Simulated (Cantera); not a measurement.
Silicon nitride deposition: Si2Cl6 + NH3 + H2

Feed: 1 mol Si2Cl6, 32 mol NH3, 0.21 mol H2, at 1.00 Torr.

Method: chemical equilibrium by Gibbs-energy minimisation in Cantera with the NASA 1993 tables (ideal gas, pure condensed phases). Candidate condensed phases: NH4Cl, Si, Si3N4; 28 gas species. The feed counts by its element totals alone. The tables' values for SiCl, SiCl3 are old estimates; treat these amounts as uncertain. Rates play no part.

From 750 K to 1500 K the condensed part is Si3N4(s). At 1650 K the condensed part is Si(s). The main Si-bearing gas is SiCl4 at 750 K and SiCl2 at 1650 K. The share of Si in condensed phases is highest at 1050 K (100.0 %) and lowest at 1650 K (43.8 %).

```csv
T (K),x H2,x N2,x HCl,x SiCl2,x H,x Si,x Cl,n Si3N4(s),n Si(s)
750,0.686,0.223,0.0909,6.91e-12,7.18e-12,<1e-12,1.02e-12,0.666,0
900,0.686,0.223,0.0910,8.52e-9,2.65e-9,<1e-12,3.43e-10,0.666,0
1050,0.686,0.223,0.0910,1.36e-6,1.84e-7,<1e-12,2.23e-8,0.666,0
1200,0.686,0.223,0.0909,5.96e-5,4.48e-6,2.18e-12,5.14e-7,0.665,0
1350,0.687,0.223,0.0888,0.00106,5.41e-5,4.91e-9,5.82e-6,0.643,0
1500,0.690,0.227,0.0751,0.00763,0.000401,2.30e-6,3.51e-5,0.497,0
1650,0.687,0.238,0.0562,0.0163,0.00206,0.000201,0.000132,0,0.876
```
x: gas mole fraction; n: condensed amount in mol.
